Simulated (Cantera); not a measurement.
Charge: 1 mol TiO2, 3.7 mol CH4, 0.95 mol H2, at 1600 °C and 0.133 bar.

Method: chemical equilibrium by Gibbs-energy minimisation in Cantera with the NASA 1993 tables (ideal gas, pure condensed phases). Candidate condensed phases: C, C6H6, C7H8, C8H18, H2O, Ti, TiC, TiO, TiO2, Ti2O3, Ti3O5, Ti4O7; 113 gas species. TiC: taken at fixed stoichiometry. The numbers say what is thermodynamically allowed, not how fast it happens.

Base state: H2 0.805, CO 0.193, H 0.00159, C2H2 (acetylene) 0.000252, CH4 5.26e-5 (mole fractions); condensed: C(graphite) + TiC(s).

Task: What changes in the equilibrium state with this change: temperature from 1600 °C to 2325 °C?

Result: 
```csv
species,before,after
H2,0.805,0.715
CO,0.193,0.185
H,0.00159,0.0882
C2H2 (acetylene),0.000252,0.0115
Ti,<1e-9,4.08e-5
C2H,5.85e-9,0.000124
C3,<1e-9,1.61e-5
C4H2,3.12e-8,7.67e-5
C2H2 (vinylidene),1.12e-8,1.23e-5
"C(graphite), mol",0.694,0.444
"TiC(s), mol",1.00,1.000
```
